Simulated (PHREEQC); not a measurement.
A solution holds 0.24 mol KHSO4 per kg of water, at 20 °C. Closed to the air; pH follows from the charge balance.

All values are PHREEQC results (ion-association model, phreeqc.dat), not measurements.

This is a speciation only: nothing precipitates in the calculation.

**Question.** Predict the pH, activity of water, density.

**Answer.** pH 1.14; activity of water 0.991; density 1.021 g/cm³.

**Question.** In which forms is K present?

**Answer.** K+ 91 %, KSO4- 9.1 % of the K.

Complexes and solids missing from the database can't appear.
